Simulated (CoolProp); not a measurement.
The numbers come from the reference Helmholtz-energy equation of state, Wagner 2002 in CoolProp.

Task: Give the vapour pressure (bar), liquid density (kg/m³), vapour density (kg/m³) of saturated water at 220.35, 253.05, 285.65 °C.

Result: 
```
T (°C)  p (bar)  liquid density (kg/m³)  vapour density (kg/m³)
------  -------  ----------------------  ----------------------
220.35     23.4                     840                    11.7
253.05     41.9                     794                    21.0
285.65     69.8                     740                    36.4
```
